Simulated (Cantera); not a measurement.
**Ignition delay**

Mixture: CH3OH : O2 : N2 = 1 : 1.36 : 5.13 (molar parts), at 1.01 bar, adiabatic and at constant volume. Ignition delay is the time to a rise of 400 K.

Cantera simulation using GRI-Mech 3.0 (53 species, 325 reactions); the numbers are that mechanism's predictions, not measurements. GRI-Mech 3.0 was tuned for natural gas; its chemistry of methanol as a main component is partial and can be far from experiment.

| T0 (K) | delay (ms) |
|---|---|
| 1275 | 2.81 |
| 1350 | 1.02 |
| 1425 | 0.419 |
| 1500 | 0.193 |
| 1575 | 0.0979 |
| 1650 | 0.0537 |
| 1725 | 0.0314 |
| 1800 | 0.0194 |

```yaml
apparent activation energy between 1650 and 1800 K: 170 kJ/mol
```
